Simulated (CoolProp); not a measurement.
A closed Brayton cycle with carbon dioxide: compressor inlet 325.15 K and 7.6 MPa, high pressure 14.9 MPa, turbine inlet 695 K, compressor efficiency 0.85, turbine efficiency 0.85, recuperator effectiveness 0.8 (on enthalpy, no pinch check). Each further row changes one setting.

Computed with CoolProp (reference Helmholtz-energy equation of state, Span 1996).

```tsv
case	thermal efficiency (%)	net work (kJ/kg)	compressor to turbine work	compressor exit (K)	turbine exit (K)
as stated	20.1	35.9	0.49	383.2	625.5
turbine inlet 645 K	18.5	30.0	0.53	383.2	578.1
compressor inlet 335.15 K	19.0	32.1	0.54	396.2	625.5
high pressure 12.7 MPa	18.0	29.0	0.47	369.0	641.8
recuperator effectiveness 0.5	13.7	35.9	0.49	383.2	625.5
```
